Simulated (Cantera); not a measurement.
A Cantera script and its output.

```python
import numpy as np
import cantera as ct

gas = ct.Solution("gri30.yaml")
gas.TPX = 1750, 100000, {'NO': 1, 'N2': 0.29}
reactor = ct.IdealGasConstPressureReactor(gas, energy="off", clone=False)
net = ct.ReactorNet([reactor])
net.rtol, net.atol = 1e-08, 1e-18
show = ['NO', 'NO2', 'O', 'N2', 'N2O', 'O2']
times = np.geomspace(4e-05, 1, 14)

steps = ct.SolutionArray(gas, extra=["t"])
rows = []
print(f"{'t/s':>10s}{'T/K':>9s}{'P/Pa':>11s}" + "".join(f"{s:>11s}" for s in show))
for t in times:
    while net.time < t:
        t_next = net.step()
        steps.append(gas.state, t=t_next)
    rows.append([np.interp(t, steps.t, y) for y in (steps.T, steps.P, *steps(*show).X.T)])
    print(f"{t:10.3e}{rows[-1][0]:9.1f}{rows[-1][1]:11.4g}" + "".join(f"{x:11.3e}" for x in rows[-1][2:]))
rate = np.gradient(steps.T, steps.t)
print("integrator steps:", len(steps.t))
if steps.T.max() > steps.T[0] + 200:
    print(f"time of steepest temperature rise: {steps.t[rate.argmax()]:.4e} s")
gas.TPX = 1750, 100000, {'NO': 1, 'N2': 0.29}
gas.equilibrate("TP")
print(f"equilibrium (TP): T = {gas.T:.1f} K  " + "  ".join(f"{s} {gas[s].X[0]:.3e}" for s in show))
```

Result:

```
       t/s      T/K       P/Pa         NO        NO2          O         N2        N2O         O2
 4.000e-05   1750.0      1e+05  7.752e-01  2.661e-06  8.702e-07  2.248e-01  3.484e-06  8.826e-09
 8.717e-05   1750.0      1e+05  7.752e-01  6.787e-06  9.607e-07  2.248e-01  7.528e-06  2.766e-08
 1.900e-04   1750.0      1e+05  7.752e-01  1.599e-05  1.133e-06  2.248e-01  1.611e-05  9.552e-08
 4.140e-04   1750.0      1e+05  7.751e-01  3.677e-05  1.514e-06  2.248e-01  3.377e-05  4.144e-07
 9.021e-04   1750.0      1e+05  7.750e-01  8.420e-05  2.347e-06  2.248e-01  6.770e-05  2.389e-06
 1.966e-03   1750.0      1e+05  7.748e-01  1.850e-04  4.001e-06  2.249e-01  1.240e-04  1.715e-05
 4.284e-03   1750.0      1e+05  7.743e-01  3.300e-04  6.201e-06  2.251e-01  1.922e-04  1.156e-04
 9.336e-03   1750.0      1e+05  7.734e-01  4.099e-04  7.398e-06  2.255e-01  2.354e-04  5.034e-04
 2.035e-02   1750.0      1e+05  7.714e-01  4.393e-04  7.881e-06  2.264e-01  2.423e-04  1.463e-03
 4.434e-02   1750.0      1e+05  7.671e-01  4.831e-04  8.620e-06  2.286e-01  2.394e-04  3.561e-03
 9.663e-02   1750.0      1e+05  7.580e-01  5.636e-04  1.001e-05  2.331e-01  2.331e-04  8.073e-03
 2.106e-01   1750.0      1e+05  7.387e-01  6.955e-04  1.244e-05  2.428e-01  2.204e-04  1.762e-02
 4.589e-01   1750.0      1e+05  6.995e-01  8.777e-04  1.626e-05  2.623e-01  1.962e-04  3.706e-02
 1.000e+00   1750.0      1e+05  6.259e-01  1.063e-03  2.167e-05  2.991e-01  1.555e-04  7.371e-02
integrator steps: 693
equilibrium (TP): T = 1750.0 K  NO 4.179e-03  NO2 1.579e-05  O 4.673e-05  N2 6.103e-01  N2O 2.130e-07  O2 3.855e-01
```

Detailed kinetics in Cantera: GRI-Mech 3.0 (53 species, 325 reactions).
